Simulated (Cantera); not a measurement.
Input (Python, Cantera) and output of one run.

```python
import numpy as np
import cantera as ct

gas_names = [...]  # 87 gases of nasa_gas.yaml made of C, H, Si
cond_names = """
    C(gr) C6H6(L) C7H8(L) C8H18(L),n-octa Si(cr) Si(L) SiC(b)
""".split()


# ... load() reads the species with a 1 bar reference pressure and builds the phases ...
atoms = {
    'SiC': {'Si': 1, 'C': 1},
    'H2': {'H': 2},
}
top_T = {'C(gr)': 4500, 'SiC(b)': 3050}  # K; cautious upper limits of use, not melting points


# ... equilibrate(T, P, feed) seeds the gas with the atoms and calls Mixture.equilibrate('TP', solver="vcs", rtol=1e-11, max_steps=5000) ...
results = []
feed = {'SiC': 1, 'H2': 0.22}  # mol
T = 1498.15  # K
P = 1333.22  # Pa
mix = equilibrate(T, P, feed)
results.append((T, P, feed, dict(zip(mix.species_names, mix.species_moles))))
x = sorted(zip(gas.X, gas.species_names), reverse=True)
print(f"T = {T:g} K  P = {P:g} Pa  gas = {mix.phase_moles(0):.4g} mol")
print("   x: " + "  ".join(f"{s} {v:.3e}" for v, s in x if v > 0.0001))
print("   condensed (mol): " + ("  ".join(f"{mix.phase(i).name} {mix.phase_moles(i):.4g}"
      for i in range(1, mix.n_phases) if mix.phase_moles(i) > 1e-12) or "none"))
```

It prints:

```
T = 1498.15 K  P = 1333.22 Pa  gas = 0.22 mol
   x: H2 9.998e-01  H 1.491e-04
   condensed (mol): SiC(b) 1
```

Cantera equilibrium calculation (NASA polynomials, part measured and part estimated; ideal gas, pure solids and liquids).
